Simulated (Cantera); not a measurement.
A freely propagating, adiabatic, planar premixed flame of H2 : O2 : N2 : H2O = 1 : 0.532 : 2.29 : 0.55 (molar parts), equivalence ratio 0.94, unburnt at 450 K and 0.790 bar; unity-Lewis-number transport, grid criteria slope 0.08 and curve 0.16, no radiation.

Computed with Cantera and the H2/O2 subset of GRI-Mech 3.0, which has no nitrogen chemistry. Unity Lewis numbers drop preferential diffusion, which matters most where H2 and H carry the flame. Burning velocities carry a grid error of a few per cent, more on coarse grids.

x: mole fraction of selected species; z is measured from the peak of heat release.

```json
[
 {"z (mm)": "-1.33", "T (K)": "450", "u (m/s)": "1.88", "x H2": "0.229", "x O2": "0.122", "x H2O": "0.126", "x H": "<1e-8", "x O": "<1e-8", "x H2O2": "<1e-8"},
 {"z (mm)": "-0.889", "T (K)": "450", "u (m/s)": "1.88", "x H2": "0.229", "x O2": "0.122", "x H2O": "0.126", "x H": "<1e-8", "x O": "<1e-8", "x H2O2": "(withheld)"},
 {"z (mm)": "-0.667", "T (K)": "450", "u (m/s)": "1.88", "x H2": "0.229", "x O2": "0.122", "x H2O": "0.126", "x H": "<1e-8", "x O": "<1e-8", "x H2O2": "(withheld)"},
 {"z (mm)": "-0.445", "T (K)": "455", "u (m/s)": "1.90", "x H2": "0.228", "x O2": "0.121", "x H2O": "0.126", "x H": "<1e-8", "x O": "1.20e-7", "x H2O2": "(withheld)"},
 {"z (mm)": "-0.222", "T (K)": "544", "u (m/s)": "2.26", "x H2": "0.218", "x O2": "0.116", "x H2O": "0.138", "x H": "8.17e-6", "x O": "1.00e-5", "x H2O2": "(withheld)"},
 {"z (mm)": "-0.111", "T (K)": "822", "u (m/s)": "3.35", "x H2": "0.183", "x O2": "0.0989", "x H2O": "0.179", "x H": "0.00182", "x O": "0.000247", "x H2O2": "(withheld)"},
 {"z (mm)": "0", "T (K)": "1207", "u (m/s)": "4.79", "x H2": "0.107", "x O2": "0.0639", "x H2O": "0.255", "x H": "0.0182", "x O": "0.00255", "x H2O2": "(withheld)"},
 {"z (mm)": "0.111", "T (K)": "1449", "u (m/s)": "5.65", "x H2": "0.0517", "x O2": "0.0367", "x H2O": "0.309", "x H": "0.0296", "x O": "0.00544", "x H2O2": "(withheld)"},
 {"z (mm)": "0.222", "T (K)": "1575", "u (m/s)": "6.08", "x H2": "0.0372", "x O2": "0.0278", "x H2O": "0.329", "x H": "0.0256", "x O": "0.00570", "x H2O2": "(withheld)"},
 {"z (mm)": "0.445", "T (K)": "1705", "u (m/s)": "6.51", "x H2": "0.0308", "x O2": "0.0229", "x H2O": "0.343", "x H": "0.0167", "x O": "0.00441", "x H2O2": "(withheld)"},
 {"z (mm)": "0.889", "T (K)": "1821", "u (m/s)": "6.89", "x H2": "0.0246", "x O2": "0.0189", "x H2O": "0.357", "x H": "0.00944", "x O": "0.00286", "x H2O2": "(withheld)"},
 {"z (mm)": "1.78", "T (K)": "1915", "u (m/s)": "7.19", "x H2": "0.0181", "x O2": "0.0155", "x H2O": "0.369", "x H": "0.00482", "x O": "0.00168", "x H2O2": "(withheld)"},
 {"z (mm)": "3.56", "T (K)": "1983", "u (m/s)": "7.41", "x H2": "0.0123", "x O2": "0.0127", "x H2O": "0.380", "x H": "0.00225", "x O": "0.000917", "x H2O2": "(withheld)"}
]
```

Problem. What belongs in the gaps?

Solution. 
- -0.889, x H2O2: 1.72e-8
- -0.667, x H2O2: 1.05e-7
- -0.445, x H2O2: 1.11e-6
- -0.222, x H2O2: 1.48e-5
- -0.111, x H2O2: 1.70e-5
- 0, x H2O2: 5.57e-6
- 0.111, x H2O2: 3.95e-6
- 0.222, x H2O2: 2.60e-6
- 0.445, x H2O2: 1.35e-6
- 0.889, x H2O2: 7.10e-7
- 1.78, x H2O2: 4.18e-7
- 3.56, x H2O2: 2.66e-7
